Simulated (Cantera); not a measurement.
A closed system holds: 1 mol TEOS, 0.17 mol O₂, equilibrated at 1152 °C and 10.0 Torr.

Method: chemical equilibrium by Gibbs-energy minimisation in Cantera with the NASA 1993 tables (ideal gas, pure condensed phases). Candidate condensed phases: C, C₆H₆, C₇H₈, C₈H₁₈, H₂O, Si, SiC, SiO₂; 123 gas species. The feed counts by its element totals alone. Equilibrium is a limit: real reactors are often held back by kinetics, nucleation or transport.

Base state: H₂ 0.697, CO 0.302, SiO 0.000425, H 4.93e-5, CH₄ 2.44e-5 (mole fractions); condensed: C(graphite) + SiC(s).

What changes in the equilibrium state with this change: TEOS replaced by SiF₄?


```csv
species,before,after
SiF₄,0,0.855
O₂,<1e-9,0.145
H₂,0.697,0
CO,0.302,0
SiO,0.000425,<1e-9
H,4.93e-5,0
CH₄,2.44e-5,0
"C(graphite), mol",2.67,0
"SiC(s), mol",0.994,0
```
